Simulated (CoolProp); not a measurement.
Vapour-liquid equilibrium of ethane (1) + propylene (2) at 1180 kPa; x and y are mole fractions of (1).

Computed with CoolProp (multi-fluid Helmholtz-energy mixture model, Bücker 2006 and Lemmon 2013; pair parameters Bell 2016).

```
x     bubble temperature (K)  y at the bubble point  dew temperature at overall composition x (K)  liquid density (mol/L)
----  ----------------------  ---------------------  --------------------------------------------  ----------------------
0.05                   294.7                  0.127                                         297.3                   12.20
0.2                    283.1                  0.422                                         292.0                   12.77
0.35                   273.6                  0.622                                         286.2                   13.29
0.5                    265.7                  0.759                                         279.6                   13.76
0.65                   259.0                  0.857                                         272.1                   14.19
0.8                    253.3                  0.929                                         263.0                   14.60
0.95                   248.2                  0.984                                         251.4                   14.98
```

No azeotrope shows between x = 0.05 and 0.95.

Pair parameters are fitted to limited data, so mixtures are less certain than the pure fluids.
